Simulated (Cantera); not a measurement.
# Thermodynamics of carbon deposition, reforming and gasification, feed n-butane + NH3

Input: 1 mol n-butane, 0.047 mol NH3, equilibrated at 0.900 Torr.

Method: chemical equilibrium by Gibbs-energy minimisation in Cantera with the NASA 1993 tables (ideal gas, pure condensed phases). Candidate condensed phases: C, C6H6, C7H8, C8H18; 92 gas species. Equilibrium is a limit: real reactors are often held back by kinetics, nucleation or transport.

From 2125 K to 2625 K the condensed part is C(graphite). The main C-bearing gas is C2H2 (acetylene) throughout. The share of C in condensed phases is highest at 2125 K (99.4 %) and lowest at 2625 K (95.1 %).

```tsv
T (K)	x H2	x H	x C2H2 (acetylene)	x N2	x C3	n C(graphite)
2125	0.894	0.0991	0.00150	0.00366	4.17e-7	3.98
2175	0.862	0.131	0.00192	0.00349	1.21e-6	3.97
2225	0.823	0.170	0.00241	0.00330	3.32e-6	3.96
2275	0.776	0.216	0.00296	0.00309	8.73e-6	3.95
2325	0.722	0.270	0.00353	0.00287	2.20e-5	3.94
2375	0.660	0.331	0.00410	0.00265	5.33e-5	3.93
2425	0.592	0.398	0.00463	0.00243	0.000124	3.92
2475	0.521	0.469	0.00506	0.00221	0.000280	3.90
2525	0.447	0.541	0.00537	0.00201	0.000609	3.88
2575	0.375	0.612	0.00551	0.00182	0.00128	3.85
2625	0.307	0.679	0.00548	0.00165	0.00263	3.80
```
x: gas mole fraction; n: condensed amount in mol.
